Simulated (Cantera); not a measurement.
A perfectly stirred reactor is fed with CH₄ : CO₂ = 1 : 0.58 (molar parts), at 10.0 bar; it is held at 1648 K, and followed from long to short residence time.

Computed with Cantera and GRI-Mech 3.0 (53 species, 325 reactions). GRI-Mech 3.0 stops at C3 and has no aromatics, soot or wall deposition, so with more carbon than oxygen in the feed, carbon stays in small species such as C2H2 where larger ones or solid carbon would form.

Question: What does this change do: temperature 1648 to 2125 K?

Answer: 
| quantity | before | after |
|---|---|---|
| x(CH₄) at τ = 0.590 s | 0.121 | 0.00819 |
| x(CO₂) at τ = 0.590 s | 0.0315 | 0.000162 |
| x(HO₂) at τ = 0.590 s | <1e-12 | <1e-12 |
| x(CO) at τ = 0.590 s | 0.304 | 0.369 |
| x(CH₂) at τ = 0.590 s | 8.70e-9 | 5.34e-7 |
| x(CH₄) at τ = 33.0 ms | 0.197 | 0.0125 |
| x(CO₂) at τ = 33.0 ms | 0.119 | 0.00236 |
| x(HO₂) at τ = 33.0 ms | <1e-12 | <1e-12 |
| x(CO) at τ = 33.0 ms | 0.165 | 0.359 |
| x(CH₂) at τ = 33.0 ms | 1.67e-8 | 9.16e-7 |
